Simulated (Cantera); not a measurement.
Charge: 1 mol SiO₂, 0.019 mol H₂, at 3.10 bar.

Cantera equilibrium calculation (NASA polynomials, part measured and part estimated; ideal gas, pure solids and liquids). Candidate condensed phases: H₂O, Si, SiO₂; 18 gas species. The tables hold silica as quartz up to 1696 K and as liquid above; real silica turns to tridymite and cristobalite and melts near 1996 K. Gases not in the tables: Si(OH)₄. Equilibrium is a limit: real reactors are often held back by kinetics, nucleation or transport. All values below are at 1998 K.

Base state: H₂ 0.990, H₂O 0.00472, SiO 0.00472, H 0.000906 (mole fractions); condensed: SiO₂(l).

### Question
What changes in the equilibrium state with this change: 0.00015 mol H₂O added?

### Answer
```csv
species,before,after
H₂,0.990,0.987
H₂O,0.00472,0.0100
SiO,0.00472,0.00222
H,0.000906,0.000905
"SiO₂(l), mol",1.000,1.000
```
